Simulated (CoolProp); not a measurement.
Computed with CoolProp (reference Helmholtz-energy equation of state, Lemmon 2004). It is a short technical equation, of lower accuracy than the large ones.

Question: For n-dodecane, give the phase and the cv (kJ/(kg K)), Joule-Thomson coefficient (K/MPa), viscosity (µPa s) at 346.85 °C and 0.103 bar.

Answer: 
- 346.85 °C and 0.103 bar: gas; cv 2.86, Joule-Thomson coefficient 10.8, viscosity 9.61

Viscosity comes from a separate model (Huber 2004).
